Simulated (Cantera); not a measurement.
An isothermal, constant-pressure homogeneous reactor starts with 26.7 % H2, 42.4 % O2, 30.9 % N2, equivalence ratio 0.32, at 975 K and 100.0 Torr.

Cantera simulation using the H2/O2 subset of GRI-Mech 3.0, which has no nitrogen chemistry; the numbers are that mechanism's predictions, not measurements. Radical loss at walls, strong at low pressure, is not modelled. The temperature is held fixed by assumption; the heat of reaction is taken as removed at once.

One state of this run: x H2 = 0.220; x O2 = 0.404; x OH = 0.00188; x O = 0.00465; x HO2 = 5.11e-5; x H2O = 0.0370; x H = 0.0207. x: mole fraction; the columns are a selection and need not sum to one.

### Question
Which value of t (s) does it belong to?
A. 1.85
B. 0.000621
C. 7.00
D. 0.0338

### Answer
B, 0.000621
